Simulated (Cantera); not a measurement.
Feed: 1 mol Ti(OiPr)₄, 4.3 mol H₂, held at 0.220 bar.

Method: chemical equilibrium by Gibbs-energy minimisation in Cantera with the NASA 1993 tables (ideal gas, pure condensed phases). Candidate condensed phases: C, C₆H₆, C₇H₈, C₈H₁₈, H₂O, Ti, TiC, TiO, TiO₂, Ti₂O₃, Ti₃O₅, Ti₄O₇; 113 gas species. The feed counts by its element totals alone. Mutual solubility and eutectic melting of coexisting phases are not modelled. TiC: taken at fixed stoichiometry. Rates play no part.

### Question
Which condensed phases are stable at each of these points (T (K)): 1275, 1375, 1475, 1575, 1675, 1775, 1875, 1975, 2075, 2175?

### Answer
```json
[
 {"T (K)": "1275", "condensed phases": "C(graphite) + Ti₃O₅(s)", "Ti condensed (%)": "100.0"},
 {"T (K)": "1375", "condensed phases": "C(graphite) + TiC(s) + Ti₃O₅(s)", "Ti condensed (%)": "100.0"},
 {"T (K)": "1475", "condensed phases": "C(graphite) + TiC(s)", "Ti condensed (%)": "100.0"},
 {"T (K)": "1575", "condensed phases": "C(graphite) + TiC(s)", "Ti condensed (%)": "100.0"},
 {"T (K)": "1675", "condensed phases": "C(graphite) + TiC(s)", "Ti condensed (%)": "100.0"},
 {"T (K)": "1775", "condensed phases": "C(graphite) + TiC(s)", "Ti condensed (%)": "100.0"},
 {"T (K)": "1875", "condensed phases": "C(graphite) + TiC(s)", "Ti condensed (%)": "100.0"},
 {"T (K)": "1975", "condensed phases": "C(graphite) + TiC(s)", "Ti condensed (%)": "100.0"},
 {"T (K)": "2075", "condensed phases": "C(graphite) + TiC(s)", "Ti condensed (%)": "100.0"},
 {"T (K)": "2175", "condensed phases": "C(graphite) + TiC(s)", "Ti condensed (%)": "100.0"}
]
```

At 1275 K the condensed part is C(graphite) + Ti₃O₅(s). At 1375 K the condensed part is C(graphite) + TiC(s) + Ti₃O₅(s). From 1475 K to 2175 K the condensed part is C(graphite) + TiC(s).
